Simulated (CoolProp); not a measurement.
Properties of tetrahydrofuran along the isotherm 547.7 K (Tc = 540.2 K, pc = 5.304 MPa, ω = 0.234).

Model: reference Helmholtz-energy equation of state, Fiedler 2023, in CoolProp.

```tsv
p (MPa)	phase	density (kg/m³)	cp (kJ/(kg K))	isothermal compressibility (1/MPa)	expansivity (1/kK)
0.00839	gas	0.1329	2.008	119.3	1.829
0.0127	gas	0.2012	2.009	78.80	1.830
0.0191	gas	0.3028	2.009	52.42	1.833
0.0288	gas	0.4568	2.009	34.78	1.836
0.0434	gas	0.6890	2.010	23.10	1.842
0.0655	gas	1.041	2.011	15.33	1.850
0.0989	gas	1.576	2.012	10.17	1.863
0.149	gas	2.381	2.015	6.774	1.882
0.225	gas	3.613	2.018	4.508	1.911
0.339	gas	5.483	2.024	3.014	1.957
0.512	gas	8.375	2.033	2.019	2.031
0.772	gas	12.85	2.047	1.365	2.151
1.17	gas	20.05	2.073	0.9296	2.362
1.76	gas	31.61	2.119	0.6530	2.752
2.65	gas	51.77	2.221	0.4832	3.618
```
